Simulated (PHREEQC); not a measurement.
Dissolve 19 mmol/kgw HNO3, 0.09 mmol/kgw ZnSO4 and 5.4 mmol/kgw MgCl2 at 25 °C. Closed to the air; pH follows from the charge balance.

All values are PHREEQC results (ion-association model, phreeqc.dat), not measurements.

Precipitation was switched off in this run.

### Question
What pH, specific conductance does the model give?

### Answer
pH 1.78; specific conductance 8270 µS/cm.

### Question
In which forms is Zn present?

### Answer
Zn+2 98 %, ZnCl+ 1.5 % of the Zn.
